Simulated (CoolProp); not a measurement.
A simple Rankine cycle with water: condensing at 314.15 K, boiler at 1.13 MPa, turbine inlet 608.3 K, turbine efficiency 0.7, pump efficiency 0.7, no recuperator. Each further row changes one setting.

Computed with CoolProp (reference Helmholtz-energy equation of state, Wagner 2002).

```csv
case,thermal efficiency (%),net work (kJ/kg),heat in (kJ/kg),turbine exit temperature (K),volume ratio over the turbine
as stated,20.7,612,2950,314.1,74.3
turbine inlet 628.3 K,20.9,627,2990,314.1,72.6
condensing temperature 306.15 K,21.8,649,___,306.1,111
boiler pressure 0.791 MPa,19.6,___,2960,314.1,___
turbine efficiency 0.6,17.8,524,2950,325.8,79.3
```

Q: Complete the blanks.

A: 
- condensing temperature 306.15 K, heat in (kJ/kg): 2980
- boiler pressure 0.791 MPa, net work (kJ/kg): 580
- boiler pressure 0.791 MPa, volume ratio over the turbine: 52.6

The expansion ends wet for: as stated; turbine inlet 628.3 K; condensing temperature 306.15 K; boiler pressure 0.791 MPa.
